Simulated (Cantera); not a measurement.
Feed: 1 mol TiCl₄, 0.71 mol C₃H₈, a varied amount of H₂, equilibrated at 2175 K and 13.3 mbar.

Method: chemical equilibrium by Gibbs-energy minimisation in Cantera with the NASA 1993 tables (ideal gas, pure condensed phases). Candidate condensed phases: C, C₆H₆, C₇H₈, C₈H₁₈, Ti, TiC, TiCl₂, TiCl₃, TiCl₄; 96 gas species. The tables' values for TiCl₂ are old estimates; treat these amounts as uncertain. TiC: taken at fixed stoichiometry. Rates play no part.

Q: At 37 mol H₂, list the 5 most abundant gas species with their mole fractions, and the condensed phases.

A: H₂ 0.865, HCl 0.0904, H 0.0393, Cl 0.00300, C₂H₂ (acetylene) 0.00193. Condensed: C(graphite) + TiC(s).
